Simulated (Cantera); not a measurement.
Cantera run:

```python
import numpy as np
import cantera as ct

gas_names = """
    AL ALH ALI ALI3 ALN AL2 AL2I6 H HI H2 I I2 N NH NH2 NH3 N2 N2H2 N2H4
""".split()
cond_names = """
    AL(cr) AL(L) ALI3(s) ALI3(L) ALN(s) I2(cr) I2(L)
""".split()


# ... load() reads the species with a 1 bar reference pressure and builds the phases ...
atoms = {
    'AlI3': {'AL': 1, 'I': 3},
    'NH3': {'N': 1, 'H': 3},
    'H2': {'H': 2},
}
top_T = {'ALN(s)': 2750}  # K; cautious upper limits of use, not melting points


# ... equilibrate(T, P, feed) seeds the gas with the atoms and calls Mixture.equilibrate('TP', solver="vcs", rtol=1e-11, max_steps=5000) ...
results = []
feed = {'AlI3': 1, 'NH3': 1.9, 'H2': 300}  # mol
P = 1000  # Pa
for T in [800, 900, 1000, 1100, 1200, 1300, 1400, 1500, 1600, 1700, 1800, 1900, 2000, 2100]:
    mix = equilibrate(T, P, feed)
    results.append((T, P, feed, dict(zip(mix.species_names, mix.species_moles))))
    x = sorted(zip(gas.X, gas.species_names), reverse=True)
    print(f"T = {T:g} K  P = {P:g} Pa  gas = {mix.phase_moles(0):.4g} mol")
    print("   x: " + "  ".join(f"{s} {v:.3e}" for v, s in x if v > 1e-05))
    print("   condensed (mol): " + ("  ".join(f"{mix.phase(i).name} {mix.phase_moles(i):.4g}"
          for i in range(1, mix.n_phases) if mix.phase_moles(i) > 1e-12) or "none"))
```

Output:

```
T = 800 K  P = 1000 Pa  gas = 304.8 mol
   x: H2 9.887e-01  HI 9.752e-03  N2 1.476e-03  I 8.248e-05
   condensed (mol): ALN(s) 0.9997
T = 900 K  P = 1000 Pa  gas = 304.8 mol
   x: H2 9.887e-01  HI 9.507e-03  N2 1.477e-03  I 3.228e-04
   condensed (mol): ALN(s) 0.9994
T = 1000 K  P = 1000 Pa  gas = 304.9 mol
   x: H2 9.887e-01  HI 8.900e-03  N2 1.477e-03  I 9.229e-04
   condensed (mol): ALN(s) 0.999
T = 1100 K  P = 1000 Pa  gas = 305.1 mol
   x: H2 9.887e-01  HI 7.795e-03  I 2.021e-03  N2 1.477e-03
   condensed (mol): ALN(s) 0.9988
T = 1200 K  P = 1000 Pa  gas = 305.3 mol
   x: H2 9.887e-01  HI 6.293e-03  I 3.510e-03  N2 1.480e-03
   condensed (mol): ALN(s) 0.9962
T = 1300 K  P = 1000 Pa  gas = 305.6 mol
   x: H2 9.887e-01  I 5.012e-03  HI 4.692e-03  N2 1.526e-03  ALI 1.046e-04  H 1.100e-05
   condensed (mol): ALN(s) 0.9675
T = 1400 K  P = 1000 Pa  gas = 305.9 mol
   x: H2 9.883e-01  I 5.953e-03  HI 3.188e-03  N2 1.802e-03  ALI 6.623e-04  H 4.836e-05
   condensed (mol): ALN(s) 0.7972
T = 1500 K  P = 1000 Pa  gas = 306.4 mol
   x: H2 9.874e-01  I 5.603e-03  N2 2.640e-03  ALI 2.341e-03  HI 1.847e-03  H 1.749e-04
   condensed (mol): ALN(s) 0.2824
T = 1600 K  P = 1000 Pa  gas = 306.7 mol
   x: H2 9.866e-01  I 5.375e-03  ALI 3.248e-03  N2 3.097e-03  HI 1.157e-03  H 5.400e-04  AL 1.133e-05
   condensed (mol): none
T = 1700 K  P = 1000 Pa  gas = 306.9 mol
   x: H2 9.856e-01  I 5.728e-03  ALI 3.200e-03  N2 3.095e-03  H 1.463e-03  HI 8.464e-04  AL 5.474e-05
   condensed (mol): none
T = 1800 K  P = 1000 Pa  gas = 307.3 mol
   x: H2 9.834e-01  I 6.087e-03  H 3.551e-03  N2 3.091e-03  ALI 3.032e-03  HI 6.428e-04  AL 2.126e-04
   condensed (mol): none
T = 1900 K  P = 1000 Pa  gas = 308.1 mol
   x: H2 9.787e-01  H 7.851e-03  I 6.622e-03  N2 3.083e-03  ALI 2.598e-03  AL 6.255e-04  HI 5.166e-04  ALH 2.180e-05
   condensed (mol): none
T = 2000 K  P = 1000 Pa  gas = 309.6 mol
   x: H2 9.699e-01  H 1.602e-02  I 7.382e-03  N2 3.068e-03  ALI 1.870e-03  AL 1.324e-03  HI 4.374e-04  ALH 3.645e-05
   condensed (mol): none
T = 2100 K  P = 1000 Pa  gas = 312.1 mol
   x: H2 9.548e-01  H 3.044e-02  I 8.141e-03  N2 3.043e-03  AL 2.062e-03  ALI 1.096e-03  HI 3.744e-04  ALH 4.572e-05
   condensed (mol): none
```

These are equilibrium values from Cantera (NASA tables, ideal gas, pure condensed phases), not measurements of a reactor.
